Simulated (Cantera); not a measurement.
Input (Python, Cantera) and output of one run.

```python
import numpy as np
import cantera as ct

gas_names = """
    CL CL2 H HCL H2 K KCL KH K2 K2CL2 N NH NH2 NH3 N2 N2H2 N2H4
""".split()
cond_names = """
    K(cr) K(L) KCL(s) KCL(L) NH4CL(a) NH4CL(b)
""".split()


# ... load() reads the species with a 1 bar reference pressure and builds the phases ...
atoms = {
    'KCl': {'K': 1, 'CL': 1},
    'H2': {'H': 2},
    'N2': {'N': 2},
}
top_T = {}  # K; cautious upper limits of use, not melting points


# ... equilibrate(T, P, feed) seeds the gas with the atoms and calls Mixture.equilibrate('TP', solver="vcs", rtol=1e-11, max_steps=5000) ...
results = []
T = 1598  # K
P = 1000  # Pa
for m in [0.8, 1.6, 3.1, 6.1, 12, 23, 46, 89]:
    feed = {'KCl': 1, 'H2': 17, 'N2': m}  # mol
    mix = equilibrate(T, P, feed)
    results.append((T, P, feed, dict(zip(mix.species_names, mix.species_moles))))

top = {s: max(r[3][s] / sum(r[3][g] for g in gas_names) for r in results) for s in gas_names}
cols = sorted((s for s in top if top[s] > 0.0001), key=lambda s: -top[s])[:6]
seen = [c for c in cond_names if any(r[3].get(c, 0) > 1e-12 for r in results)]
print("log10 of partial pressures in bar; condensed amounts in mol")
print(f"{'n(N2)':>10s}" + "".join(f"{s[:9]:>10s}" for s in cols + seen))
for T, P, feed, n in results:
    ng = sum(n[g] for g in gas_names)
    print(f"{feed['N2']:10.4g}" + "".join(f"{np.log10(max(n[s] / ng * P / 1e5, 1e-99)):10.3f}" for s in cols)
          + "".join(f"{n.get(c, 0):10.4g}" for c in seen))
```

Result:

```
log10 of partial pressures in bar; condensed amounts in mol
     n(N2)        H2        N2       KCL         K       HCL         H
       0.8    -2.045    -3.372    -3.300    -4.531    -4.531    -5.296
       1.6    -2.063    -3.089    -3.318    -4.544    -4.544    -5.306
       3.1    -2.095    -2.834    -3.351    -4.568    -4.569    -5.322
       6.1    -2.153    -2.597    -3.409    -4.612    -4.612    -5.350
        12    -2.248    -2.398    -3.506    -4.684    -4.684    -5.398
        23    -2.384    -2.251    -3.644    -4.787    -4.787    -5.466
        46    -2.577    -2.144    -3.840    -4.934    -4.934    -5.562
        89    -2.801    -2.080    -4.068    -5.103    -5.104    -5.674
```

Cantera equilibrium calculation (NASA polynomials, part measured and part estimated; ideal gas, pure solids and liquids).
